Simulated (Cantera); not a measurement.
Cantera run:

```python
import numpy as np
import cantera as ct

gas_names = """
    N N2 Pb Pb2
""".split()
cond_names = """
    Pb(cr) Pb(L)
""".split()


def load(file, names, dense=False):
    # The tables refer to 1 bar. Condensed volumes are neglected.
    table = {s.name: s for s in ct.Species.list_from_file(file)}
    out = []
    for n in names:
        d = dict(table[n].input_data)
        d["thermo"] = dict(d["thermo"], **{"reference-pressure": 1e5})
        if dense:
            d["equation-of-state"] = {"model": "constant-volume", "density": "1e6 g/cm^3"}
        out.append(ct.Species.from_dict(d))
    return out


gas = ct.Solution(thermo="ideal-gas", species=load("nasa_gas.yaml", gas_names))
cond = {s.name: ct.Solution(thermo="fixed-stoichiometry", species=[s], name=s.name)
        for s in load("nasa_condensed.yaml", cond_names, dense=True)}
atoms = {
    'Pb': {'Pb': 1},
    'N2': {'N': 2},
}
top_T = {}  # K; cautious upper limits of use, not melting points


def equilibrate(T, P, feed):
    n = {}
    for name, mol in feed.items():
        for a, k in atoms[name].items():
            n[a] = n.get(a, 0.0) + k * mol
    gas.TPX = T, P, n
    mass = sum(n.values()) * gas.mean_molecular_weight
    gas.equilibrate("TP")
    valid = [c for c in cond.values() if c.min_temp <= T <= top_T.get(c.name, c.max_temp)]
    mix = ct.Mixture([(gas, mass / gas.mean_molecular_weight)] + [(c, 0.0) for c in valid])
    mix.T, mix.P = T, P
    mix.equilibrate("TP", solver="vcs", rtol=1e-11, max_steps=5000)
    return mix


results = []
feed = {'Pb': 1, 'N2': 29}  # mol
P = 11  # Pa
for T in [773, 873, 973, 1073, 1173, 1273, 1373, 1473]:
    mix = equilibrate(T, P, feed)
    results.append((T, P, feed, dict(zip(mix.species_names, mix.species_moles))))
    x = sorted(zip(gas.X, gas.species_names), reverse=True)
    print(f"T = {T:g} K  P = {P:g} Pa  gas = {mix.phase_moles(0):.4g} mol")
    print("   x: " + "  ".join(f"{s} {v:.3e}" for v, s in x if v > 1e-06))
    print("   condensed (mol): " + ("  ".join(f"{mix.phase(i).name} {mix.phase_moles(i):.4g}"
          for i in range(1, mix.n_phases) if mix.phase_moles(i) > 1e-12) or "none"))
```

Result:

```
T = 773 K  P = 11 Pa  gas = 29.01 mol
   x: N2 9.998e-01  Pb 2.099e-04
   condensed (mol): Pb(L) 0.9939
T = 873 K  P = 11 Pa  gas = 29.17 mol
   x: N2 9.942e-01  Pb 5.781e-03
   condensed (mol): Pb(L) 0.8314
T = 973 K  P = 11 Pa  gas = 30 mol
   x: N2 9.667e-01  Pb 3.333e-02
   condensed (mol): none
T = 1073 K  P = 11 Pa  gas = 30 mol
   x: N2 9.667e-01  Pb 3.333e-02
   condensed (mol): none
T = 1173 K  P = 11 Pa  gas = 30 mol
   x: N2 9.667e-01  Pb 3.333e-02
   condensed (mol): none
T = 1273 K  P = 11 Pa  gas = 30 mol
   x: N2 9.667e-01  Pb 3.333e-02
   condensed (mol): none
T = 1373 K  P = 11 Pa  gas = 30 mol
   x: N2 9.667e-01  Pb 3.333e-02
   condensed (mol): none
T = 1473 K  P = 11 Pa  gas = 30 mol
   x: N2 9.667e-01  Pb 3.333e-02
   condensed (mol): none
```

These are equilibrium values from Cantera (NASA tables, ideal gas, pure condensed phases), not measurements of a reactor.
